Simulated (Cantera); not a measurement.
Aluminium nitride and oxide growth: AlCl3 + HCl + N2

Feed: 1 mol AlCl3, 1.8 mol HCl, 730 mol N2, at 10.0 mbar.

Equilibrium computed with Cantera from the NASA thermochemical tables; the gas is ideal and each condensed phase is pure. Candidate condensed phases: Al, AlCl3, AlN, NH4Cl; 20 gas species. The tables' values for AlCl2 are old estimates; treat these amounts as uncertain. Kinetics and transport are ignored.

From 1300 °C to 1900 °C nothing is condensed. The main Al-bearing gas is AlCl3 at 1300 °C and AlCl at 1900 °C.

```
T (°C)   x N2      x Cl    x HCl    x AlCl   x AlCl3       x H   x AlCl2      x H2
------  -----  --------  -------  --------  --------  --------  --------  --------
1300    0.996  0.000202  0.00242   3.98e-5   0.00123   1.58e-6   9.05e-5   1.51e-5
1350    0.996  0.000336  0.00242   8.29e-5   0.00114   2.71e-6  0.000137   1.54e-5
1400    0.996  0.000542  0.00242  0.000158   0.00101   4.52e-6  0.000192   1.57e-5
1450    0.995  0.000839  0.00241  0.000276  0.000840   7.41e-6  0.000248   1.65e-5
1500    0.995   0.00123  0.00240  0.000444  0.000628   1.22e-5  0.000291   1.83e-5
1550    0.995   0.00168  0.00239  0.000654  0.000406   2.04e-5  0.000303   2.22e-5
1600    0.994   0.00211  0.00236  0.000871  0.000218   3.52e-5  0.000272   2.98e-5
1650    0.994   0.00246  0.00230   0.00105   9.81e-5   6.23e-5  0.000212   4.38e-5
1700    0.994   0.00274  0.00221   0.00117   3.94e-5  0.000110  0.000150   6.62e-5
1750    0.993   0.00297  0.00207   0.00124   1.53e-5  0.000187  0.000101   9.65e-5
1800    0.993   0.00321  0.00189   0.00128   6.04e-6  0.000300   6.78e-5  0.000131
1850    0.993   0.00346  0.00167   0.00130   2.47e-6  0.000456   4.58e-5  0.000162
1900    0.993   0.00372  0.00143   0.00131   1.05e-6  0.000653   3.12e-5  0.000183
```
x: gas mole fraction; nothing condenses.
